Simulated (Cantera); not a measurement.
A Cantera script and its output.

```python
import numpy as np
import cantera as ct

gas = ct.Solution("gri30.yaml")
gas.TPX = 1148, 101325, {'CO': 0.014, 'O2': 0.0023, 'H2O': 0.00032, 'N2': 1}
reactor = ct.IdealGasConstPressureReactor(gas, energy="off", clone=False)
net = ct.ReactorNet([reactor])
net.rtol, net.atol = 1e-08, 1e-18
show = ['CO', 'O2', 'H2O', 'O', 'HO2', 'OH']
times = np.geomspace(4e-05, 10, 9)

steps = ct.SolutionArray(gas, extra=["t"])
rows = []
print(f"{'t/s':>10s}{'T/K':>9s}{'P/Pa':>11s}" + "".join(f"{s:>11s}" for s in show))
for t in times:
    while net.time < t:
        t_next = net.step()
        steps.append(gas.state, t=t_next)
    rows.append([np.interp(t, steps.t, y) for y in (steps.T, steps.P, *steps(*show).X.T)])
    print(f"{t:10.3e}{rows[-1][0]:9.1f}{rows[-1][1]:11.4g}" + "".join(f"{x:11.3e}" for x in rows[-1][2:]))
rate = np.gradient(steps.T, steps.t)
print("integrator steps:", len(steps.t))
if steps.T.max() > steps.T[0] + 200:
    print(f"time of steepest temperature rise: {steps.t[rate.argmax()]:.4e} s")
gas.TPX = 1148, 101325, {'CO': 0.014, 'O2': 0.0023, 'H2O': 0.00032, 'N2': 1}
gas.equilibrate("TP")
print(f"equilibrium (TP): T = {gas.T:.1f} K  " + "  ".join(f"{s} {gas[s].X[0]:.3e}" for s in show))
```

Result:

```
       t/s      T/K       P/Pa         CO         O2        H2O          O        HO2         OH
 4.000e-05   1148.0  1.013e+05  1.377e-02  2.262e-03  3.148e-04  2.616e-11  3.255e-15  2.691e-14
 1.891e-04   1148.0  1.013e+05  1.377e-02  2.262e-03  3.148e-04  1.217e-10  5.135e-14  2.441e-13
 8.944e-04   1148.0  1.013e+05  1.377e-02  2.262e-03  3.148e-04  5.416e-10  3.780e-12  2.106e-12
 4.229e-03   1148.0  1.013e+05  1.377e-02  2.262e-03  3.148e-04  2.500e-09  1.693e-10  2.417e-11
 2.000e-02   1148.0  1.013e+05  1.377e-02  2.262e-03  3.148e-04  9.805e-08  1.554e-08  1.667e-09
 9.457e-02   1148.0  1.013e+05  9.213e-03  3.229e-05  1.734e-04  2.273e-05  1.513e-08  1.249e-06
 4.472e-01   1148.0  1.013e+05  9.077e-03  4.844e-10  1.243e-04  1.016e-09  2.225e-13  2.693e-08
 2.115e+00   1148.0  1.013e+05  9.074e-03  1.338e-11  1.220e-04  2.366e-11  4.427e-15  3.759e-09
 1.000e+01   1148.0  1.013e+05  9.073e-03  7.112e-13  1.213e-04  1.241e-12  9.181e-17  5.396e-10
integrator steps: 1881
equilibrium (TP): T = 1148.0 K  CO 9.072e-03  O2 6.398e-18  H2O 1.203e-04  O 2.008e-17  HO2 1.045e-22  OH 3.684e-12
```

Detailed kinetics in Cantera: GRI-Mech 3.0 (53 species, 325 reactions).
